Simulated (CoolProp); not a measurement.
Model: reference Helmholtz-energy equation of state, McLinden 2015, in CoolProp.

Question: Give the vapour pressure (kPa), liquid density (kg/m³), vapour density (kg/m³), enthalpy of vaporisation (kJ/kg) of saturated the fluoroketone C6F12O (FK-5-1-12) at 23.75 °C.

Answer: 
```json
[
 {"T (°C)": "23.75", "p (kPa)": "38.3", "liquid density (kg/m³)": "1610", "vapour density (kg/m³)": "5.07", "enthalpy of vaporisation (kJ/kg)": "95.2"}
]
```
